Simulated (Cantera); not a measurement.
A Cantera script and what it prints.

```python
import numpy as np
import cantera as ct

gas_names = [...]  # 113 gases of nasa_gas.yaml made of C, H, O, Ta
cond_names = """
    C(gr) C6H6(L) C7H8(L) C8H18(L),n-octa H2O(s) H2O(L) Ta(cr) Ta(L) TaC(s) TaC(L) Ta2O5(s) Ta2O5(L)
""".split()


# ... load() reads the species with a 1 bar reference pressure and builds the phases ...
atoms = {
    'Ta': {'Ta': 1},
    'CO2': {'C': 1, 'O': 2},
    'H2': {'H': 2},
    'CH4': {'C': 1, 'H': 4},
}
top_T = {'C(gr)': 4500}  # K; cautious upper limits of use, not melting points


# ... equilibrate(T, P, feed) seeds the gas with the atoms and calls Mixture.equilibrate('TP', solver="vcs", rtol=1e-11, max_steps=5000) ...
results = []
T = 1875  # K
P = 101325  # Pa
for m in [0.44, 0.53, 0.64, 0.76, 0.91, 1.1, 1.3, 1.6, 1.9, 2.3, 2.7, 3.3, 3.9]:
    feed = {'Ta': 1, 'CO2': 0.94, 'H2': 3.9, 'CH4': m}  # mol
    mix = equilibrate(T, P, feed)
    results.append((T, P, feed, dict(zip(mix.species_names, mix.species_moles))))

top = {s: max(r[3][s] / sum(r[3][g] for g in gas_names) for r in results) for s in gas_names}
cols = sorted((s for s in top if top[s] > 0.0001), key=lambda s: -top[s])[:6]
seen = [c for c in cond_names if any(r[3].get(c, 0) > 1e-12 for r in results)]
print("log10 of partial pressures in bar; condensed amounts in mol")
print(f"{'n(CH4)':>10s}" + "".join(f"{s[:9]:>10s}" for s in cols + seen))
for T, P, feed, n in results:
    ng = sum(n[g] for g in gas_names)
    print(f"{feed['CH4']:10.4g}" + "".join(f"{np.log10(max(n[s] / ng * P / 1e5, 1e-99)):10.3f}" for s in cols)
          + "".join(f"{n.get(c, 0):10.4g}" for c in seen))
```

Output:

```
log10 of partial pressures in bar; condensed amounts in mol
    n(CH4)        H2        CO       H2O         H       CH4 C2H2,acet     C(gr)    TaC(s)  Ta2O5(s)
      0.44    -0.064    -0.838    -2.381    -3.215    -5.566    -8.004         0    0.5782    0.2109
      0.53    -0.067    -0.823    -2.379    -3.217    -5.561    -7.986         0    0.6043    0.1979
      0.64    -0.069    -0.807    -2.378    -3.218    -5.555    -7.966         0    0.6361    0.1819
      0.76    -0.072    -0.792    -2.376    -3.220    -5.550    -7.947         0    0.6709    0.1646
      0.91    -0.075    -0.776    -2.375    -3.221    -5.545    -7.927         0    0.7143    0.1429
       1.1    -0.079    -0.758    -2.373    -3.223    -5.539    -7.906         0    0.7692    0.1154
       1.3    -0.082    -0.743    -2.372    -3.225    -5.535    -7.888         0    0.8271   0.08644
       1.6    -0.086    -0.725    -2.371    -3.227    -5.530    -7.865         0    0.9139   0.04304
       1.9    -0.090    -0.710    -2.396    -3.228    -5.500    -7.795         0         1         0
       2.3    -0.082    -0.736    -4.518    -3.224    -3.381    -3.581    0.3506         1         0
       2.7    -0.075    -0.769    -4.543    -3.221    -3.367    -3.574    0.7496         1         0
       3.3    -0.067    -0.813    -4.579    -3.217    -3.351    -3.566     1.348         1         0
       3.9    -0.060    -0.853    -4.613    -3.213    -3.337    -3.559     1.947         1         0
```

Cantera equilibrium calculation (NASA polynomials, part measured and part estimated; ideal gas, pure solids and liquids). Mutual solubility and eutectic melting of coexisting phases are not modelled. TaC: taken at fixed stoichiometry. Condensed phases not in the tables: Ta2C.
